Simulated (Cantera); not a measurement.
An adiabatic, constant-volume homogeneous reactor starts with CO : H2 : O2 : N2 = 1 : 0.95 : 0.65 : 6.5 (molar parts), at 1550 K and 100000 Pa. Integrator tolerance rtol = 1e-08.

Detailed kinetics in Cantera: GRI-Mech 3.0 (53 species, 325 reactions).

**Question.** What does this change do: constant pressure in place of constant volume?

**Answer.** 
```
quantity                                                            before                                      after
---------------------------------  ---------------------------------------  -----------------------------------------
time of steepest temperature rise                                  25.3 µs                                    25.4 µs
temperature at 0.200 s                                              2650 K                                     2502 K
equilibrium temperature                                             2650 K                                     2502 K
x(CO) at 0.200 s                     0.0671 (gas-phase equilibrium 0.0671)      0.0635 (gas-phase equilibrium 0.0635)
x(H2) at 0.200 s                     0.0179 (gas-phase equilibrium 0.0179)      0.0172 (gas-phase equilibrium 0.0172)
x(O2) at 0.200 s                   0.00214 (gas-phase equilibrium 0.00214)    0.00102 (gas-phase equilibrium 0.00102)
x(NO) at 0.200 s                   0.00293 (gas-phase equilibrium 0.00293)    0.00159 (gas-phase equilibrium 0.00159)
x(O) at 0.200 s                    0.00107 (gas-phase equilibrium 0.00107)  0.000471 (gas-phase equilibrium 0.000471)
x(H2O2) at 0.200 s                 4.92e-8 (gas-phase equilibrium 4.92e-8)    2.06e-8 (gas-phase equilibrium 2.06e-8)
```
